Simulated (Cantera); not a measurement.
Input: 1 mol Si3N4, 1.2 mol F2, 44 mol H2, equilibrated at 188 Torr.

Cantera equilibrium calculation (NASA polynomials, part measured and part estimated; ideal gas, pure solids and liquids). Candidate condensed phases: Si, Si3N4; 37 gas species. The tables' values for SiF3, SiF2 are old estimates; treat these amounts as uncertain. Kinetics and transport are ignored.

x: gas mole fraction; n: condensed amount in mol.

| T (K) | x H2 | x SiF4 | x N2 | x SiF3 | x HF | x SiF2 | n Si3N4(s) |
|---|---|---|---|---|---|---|---|
| 1125 | 0.977 | 0.0130 | 0.00885 | 1.81e-5 | ? | 3.44e-8 | 0.801 |
| 1175 | 0.977 | 0.0128 | 0.00884 | 4.16e-5 | ? | 1.59e-7 | 0.801 |
| 1225 | 0.977 | 0.0126 | 0.00883 | 8.92e-5 | ? | 6.47e-7 | 0.801 |
| 1275 | 0.977 | 0.0124 | 0.00882 | 0.000179 | ? | 2.34e-6 | 0.801 |
| 1325 | 0.976 | 0.0120 | 0.00883 | 0.000338 | ? | 7.64e-6 | 0.801 |
| 1375 | 0.976 | 0.0116 | 0.00885 | 0.000602 | ? | 2.26e-5 | 0.801 |
| 1425 | 0.975 | 0.0110 | 0.00890 | 0.00102 | ? | 6.15e-5 | 0.800 |
| 1475 | 0.975 | 0.0102 | 0.00899 | 0.00162 | ? | 0.000154 | 0.797 |
| 1525 | 0.974 | 0.00922 | 0.00915 | 0.00245 | ? | 0.000354 | 0.794 |
| 1575 | 0.973 | 0.00803 | 0.00940 | 0.00347 | ? | 0.000754 | 0.788 |
| 1625 | 0.971 | 0.00666 | 0.00976 | 0.00460 | ? | 0.00148 | 0.780 |
| 1675 | 0.969 | 0.00519 | 0.0103 | 0.00566 | ? | 0.00267 | 0.768 |

Fill in the missing entries.


- 1125, x HF: 0.000559
- 1175, x HF: 0.000755
- 1225, x HF: 0.000994
- 1275, x HF: 0.00128
- 1325, x HF: 0.00161
- 1375, x HF: 0.00198
- 1425, x HF: 0.00240
- 1475, x HF: 0.00286
- 1525, x HF: 0.00333
- 1575, x HF: 0.00382
- 1625, x HF: 0.00428
- 1675, x HF: 0.00469
